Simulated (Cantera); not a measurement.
Charge: 1 mol B2H6, 3.9 mol NH3, 0.42 mol H2, at 4.90 mbar.

Method: chemical equilibrium by Gibbs-energy minimisation in Cantera with the NASA 1993 tables (ideal gas, pure condensed phases). Candidate condensed phases: B, BN; 15 gas species. The feed counts by its element totals alone. Equilibrium is a limit: real reactors are often held back by kinetics, nucleation or transport. All values below are at 1227 °C.

Base state: H2 0.907, N2 0.0929, H 0.000239 (mole fractions); condensed: BN(s).

Q: What changes in the equilibrium state with this change: B2H6 replaced by BCl3?

A: 
```json
[
 {"species": "H2", "before": "0.907", "after": "0.517"},
 {"species": "HCl", "before": "0", "after": "0.325"},
 {"species": "N2", "before": "0.0929", "after": "0.157"},
 {"species": "BCl3", "before": "0", "after": "5.95e-5"},
 {"species": "Cl", "before": "0", "after": "9.16e-5"},
 {"species": "H", "before": "0.000239", "after": "0.000181"},
 {"species": "BN(s), mol", "before": "2.00", "after": "0.999"}
]
```
Further candidate phases: NH4Cl.
